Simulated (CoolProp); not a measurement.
Methane at several states: fugacity coefficient from the reference equation and from simpler models built on Tc = 190.6 K, pc = 4.599 MPa, ω = 0.011; each cubic takes its own stable root.

The numbers come from the reference Helmholtz-energy equation of state, Setzmann 1991 in CoolProp.

| T (K) | p (MPa) | phase | reference |
|---|---|---|---|
| 458.4 | 0.0269 | gas | 1.0000 |
| 514.1 | 17 | supercritical | 1.015 |
| 232.7 | 0.823 | gas | 0.9676 |
| 135 | 11.4 | liquid | 0.05777 |
| 500.2 | 1.46 | gas | 0.9998 |
| 473.8 | 1.11 | gas | 0.9989 |

Question: How far does each simpler model (van der Waals, Redlich-Kwong, Soave-Redlich-Kwong, Peng-Robinson) lie from the reference over these 6 states: mean and median of the absolute difference, and the worst?

Answer: 
- van der Waals: mean 20.7 %, median 0.4 %, worst +119.3 % at 135 K and 11.4 MPa
- Redlich-Kwong: mean 1.6 %, median 0.1 %, worst -8.0 % at 135 K and 11.4 MPa
- Soave-Redlich-Kwong: mean 0.5 %, median 0.1 %, worst +1.6 % at 514.1 K and 17 MPa
- Peng-Robinson: mean 1.1 %, median 0.4 %, worst -3.5 % at 135 K and 11.4 MPa
